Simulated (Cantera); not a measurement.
Input (Python, Cantera) and output of one run.

```python
import numpy as np
import cantera as ct

gas_names = """
    H HNO HNO2 HNO3 HO2 H2 H2O H2O2 N NH NH2 NH3 NH2OH NO NO2 NO3 N2 N2H2 N2H4 N2O O OH O2 O3 Si SiH
    SiH2 SiH3 SiH4 SiN SiO SiO2 Si2 Si2N Si3
""".split()
cond_names = """
    H2O(s) H2O(L) Si(cr) Si(L) SiO2(Lqz) SiO2(hqz) SiO2(L) Si2N2O(s) Si3N4(a)
""".split()


def load(file, names, dense=False):
    # The tables refer to 1 bar. Condensed volumes are neglected.
    table = {s.name: s for s in ct.Species.list_from_file(file)}
    out = []
    for n in names:
        d = dict(table[n].input_data)
        d["thermo"] = dict(d["thermo"], **{"reference-pressure": 1e5})
        if dense:
            d["equation-of-state"] = {"model": "constant-volume", "density": "1e6 g/cm^3"}
        out.append(ct.Species.from_dict(d))
    return out


gas = ct.Solution(thermo="ideal-gas", species=load("nasa_gas.yaml", gas_names))
cond = {s.name: ct.Solution(thermo="fixed-stoichiometry", species=[s], name=s.name)
        for s in load("nasa_condensed.yaml", cond_names, dense=True)}
atoms = {
    'SiH4': {'Si': 1, 'H': 4},
    'NO': {'N': 1, 'O': 1},
    'N2': {'N': 2},
}
top_T = {'Si2N2O(s)': 2100, 'Si3N4(a)': 2400}  # K; cautious upper limits of use, not melting points


def equilibrate(T, P, feed):
    n = {}
    for name, mol in feed.items():
        for a, k in atoms[name].items():
            n[a] = n.get(a, 0.0) + k * mol
    gas.TPX = T, P, n
    mass = sum(n.values()) * gas.mean_molecular_weight
    gas.equilibrate("TP")
    valid = [c for c in cond.values() if c.min_temp <= T <= top_T.get(c.name, c.max_temp)]
    mix = ct.Mixture([(gas, mass / gas.mean_molecular_weight)] + [(c, 0.0) for c in valid])
    mix.T, mix.P = T, P
    mix.equilibrate("TP", solver="vcs", rtol=1e-11, max_steps=5000)
    return mix


results = []
feed = {'SiH4': 1, 'NO': 0.46, 'N2': 3.1}  # mol
T = 1125  # K
P = 100000  # Pa
mix = equilibrate(T, P, feed)
results.append((T, P, feed, dict(zip(mix.species_names, mix.species_moles))))
print(gas.report(threshold=1e-06))
for i in range(1, mix.n_phases):
    print(f"{mix.phase(i).name:16s} {mix.phase_moles(i):12.5e} mol")
```

Result:

```
       temperature   1125 K
          pressure   1e+05 Pa
           density   0.1841 kg/m^3
  mean mol. weight   17.22 kg/kmol
   phase of matter   gas

                          1 kg             1 kmol
                     ---------------   ---------------
          enthalpy        1.4595e+06        2.5133e+07  J
   internal energy        9.1632e+05        1.5779e+07  J
           entropy             12304        2.1187e+05  J/K
    Gibbs function       -1.2382e+07       -2.1322e+08  J
 heat capacity c_p            1872.4             32243  J/K
 heat capacity c_v            1389.6             23929  J/K

                      mass frac. Y      mole frac. X     chem. pot. / RT
                     ---------------   ---------------   ---------------
                H2          0.048605           0.41516           -18.685
               NH3        5.6156e-05        5.6779e-05           -40.884
                N2           0.95134           0.58478           -25.711
     [  +32 minor]        2.0017e-09        2.8942e-08

Si(cr)            0.00000e+00 mol
SiO2(hqz)         0.00000e+00 mol
Si2N2O(s)         4.60000e-01 mol
Si3N4(a)          2.66667e-02 mol
```

Method: chemical equilibrium by Gibbs-energy minimisation in Cantera with the NASA 1993 tables (ideal gas, pure condensed phases). Mutual solubility and eutectic melting of coexisting phases are not modelled.
